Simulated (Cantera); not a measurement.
Feed: 1 mol borazine, a varied amount of O2, 75 mol N2, equilibrated at 10.0 mbar.

Method: chemical equilibrium by Gibbs-energy minimisation in Cantera with the NASA 1993 tables (ideal gas, pure condensed phases). Candidate condensed phases: B, BN, B2O3, B3O3H3, H2O; 39 gas species. The feed counts by its element totals alone. Mutual solubility and eutectic melting of coexisting phases are not modelled. Rates play no part.

Stable condensed phases, one row left out:

```
T in K \ n(O2) in mol
         0.57 0.71 0.88  1.1  1.4  1.7  2.1  2.6  3.3
   2348     A    A    A    A    B    B    B    B    B
   2273     C    C    C    C    C    B    B    B    B
   2198     C    C    C    C    C    B    B    B    B
   2123     C    C    C    C    C    B    B    B    B
   2048     C    C    C    C    C    B    B    B    B
   1973     C    C    C    C    C    B    B    B    B
   1898     C    C    C    C    C    B    B    B    B
   1748     C    C    C    C    C    C    B    B    B
   1673     C    C    C    C    C    C    C    B    B
   1598     C    C    C    C    C    C    C    B    B
   1523     C    D    D    D    D    D    D    E    B
   1448     D    D    D    D    D    D    D    E    E
```

A: B; B: gas only; C: BN; D: BN + B2O3; E: B2O3.

Problem. Give the row for 1823 K.

Solution. 0.57: BN; 0.71: BN; 0.88: BN; 1.1: BN; 1.4: BN; 1.7: BN; 2.1: gas only; 2.6: gas only; 3.3: gas only.
